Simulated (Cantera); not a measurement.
A perfectly stirred reactor is fed with CH4 : H2O = 1 : 1.6 (molar parts), at 620000 Pa; it is held at 1450 K, and followed from long to short residence time.

Cantera simulation using GRI-Mech 3.0 (53 species, 325 reactions); the numbers are that mechanism's predictions, not measurements.

Q: What does this change do: pressure from 620000 Pa to 110000 Pa?

A: 
```
quantity                 before     after
----------------------  -------  --------
x(CH4) at τ = 0.360 s     0.251     0.290
x(H2O) at τ = 0.360 s     0.553     0.572
x(C2H2) at τ = 0.360 s   0.0315    0.0292
x(O) at τ = 0.360 s      <1e-12  1.49e-12
x(CH3) at τ = 0.360 s   3.50e-5   8.39e-5
x(CH4) at τ = 31.0 ms     0.357     0.371
x(H2O) at τ = 31.0 ms     0.605     0.611
x(C2H2) at τ = 31.0 ms  0.00572   0.00208
x(O) at τ = 31.0 ms      <1e-12  3.03e-12
x(CH3) at τ = 31.0 ms   5.29e-5  0.000119
```

Q: What does this change do: CH4 1 to 0.36 parts?

A: 
| quantity | before | after |
|---|---|---|
| x(CH4) at τ = 0.360 s | 0.251 | 0.124 |
| x(H2O) at τ = 0.360 s | 0.553 | 0.766 |
| x(C2H2) at τ = 0.360 s | 0.0315 | 0.0170 |
| x(O) at τ = 0.360 s | <1e-12 | <1e-12 |
| x(CH3) at τ = 0.360 s | 3.50e-5 | 2.32e-5 |
| x(CH4) at τ = 31.0 ms | 0.357 | 0.172 |
| x(H2O) at τ = 31.0 ms | 0.605 | 0.809 |
| x(C2H2) at τ = 31.0 ms | 0.00572 | 0.00298 |
| x(O) at τ = 31.0 ms | <1e-12 | 1.65e-12 |
| x(CH3) at τ = 31.0 ms | 5.29e-5 | 3.65e-5 |
